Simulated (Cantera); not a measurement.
Mixture: CH3OH : O2 : N2 : H2O = 1 : 2.14 : 8.06 : 1 (molar parts), equivalence ratio 0.70, at 310000 Pa, adiabatic and at constant pressure. Ignition delay is the time to a rise of 400 K.

Detailed kinetics in Cantera: GRI-Mech 3.0 (53 species, 325 reactions). GRI-Mech 3.0 was tuned for natural gas; its chemistry of methanol as a main component is partial and can be far from experiment.

Task: What does this change do: pressure from 310000 Pa to 1000000 Pa?

Result: 
| quantity | before | after |
|---|---|---|
| delay at 1025 K | 0.106 s | 46.2 ms |
| delay at 1225 K | 2.21 ms | 0.929 ms |
| delay at 1425 K | 0.157 ms | 61.6 µs |
| delay at 1625 K | 26.0 µs | 9.59 µs |
| apparent activation energy between 1525 and 1725 K | 160 kJ/mol | 170 kJ/mol |

Task: What does this change do: constant volume in place of constant pressure?

Result: 
```json
[
 {"quantity": "delay at 1025 K", "before": "0.106 s", "after": "0.104 s"},
 {"quantity": "delay at 1225 K", "before": "2.21 ms", "after": "2.14 ms"},
 {"quantity": "delay at 1425 K", "before": "0.157 ms", "after": "0.144 ms"},
 {"quantity": "delay at 1625 K", "before": "26.0 µs", "after": "21.8 µs"},
 {"quantity": "apparent activation energy between 1525 and 1725 K", "before": "160 kJ/mol", "after": "180 kJ/mol"}
]
```

Task: What does this change do: pressure from 310000 Pa to 500000 Pa?

Result: 
| quantity | before | after |
|---|---|---|
| delay at 1025 K | 0.106 s | 74.5 ms |
| delay at 1225 K | 2.21 ms | 1.53 ms |
| delay at 1425 K | 0.157 ms | 0.106 ms |
| delay at 1625 K | 26.0 µs | 17.1 µs |
| apparent activation energy between 1525 and 1725 K | 160 kJ/mol | 170 kJ/mol |
